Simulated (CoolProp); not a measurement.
The fluid at 360.63 K and 1.21 MPa (stagnation) flows isentropically through a choked orifice. The same conditions are run with several fluids, on thermodynamics alone (safety and materials aside).

Computed with CoolProp (reference Helmholtz-energy equation of state of each fluid (R134a: Tillner-Roth 1994; R407C: Lemmon 2003; sulfur hexafluoride: Guder 2009; carbonyl sulfide: Lemmon 2006; R404A: Lemmon 2003)). Blends and air are pseudo-pure fits.

```json
[
 {"fluid": "R134a", "throat to inlet pressure ratio": "[?]", "mass flux (kg/(m² s))": "4640", "throat temperature (K)": "[?]"},
 {"fluid": "R407C", "throat to inlet pressure ratio": "0.588", "mass flux (kg/(m² s))": "4260", "throat temperature (K)": "338.0"},
 {"fluid": "sulfur hexafluoride", "throat to inlet pressure ratio": "0.595", "mass flux (kg/(m² s))": "5400", "throat temperature (K)": "344.9"},
 {"fluid": "carbonyl sulfide", "throat to inlet pressure ratio": "[?]", "mass flux (kg/(m² s))": "3670", "throat temperature (K)": "[?]"},
 {"fluid": "R404A", "throat to inlet pressure ratio": "0.595", "mass flux (kg/(m² s))": "[?]", "throat temperature (K)": "341.7"}
]
```

Question: What belongs in the gaps?

Answer: 
- R134a, throat to inlet pressure ratio: 0.597
- R134a, throat temperature (K): 341.3
- carbonyl sulfide, throat to inlet pressure ratio: 0.561
- carbonyl sulfide, throat temperature (K): 320.7
- R404A, mass flux (kg/(m² s)): 4500
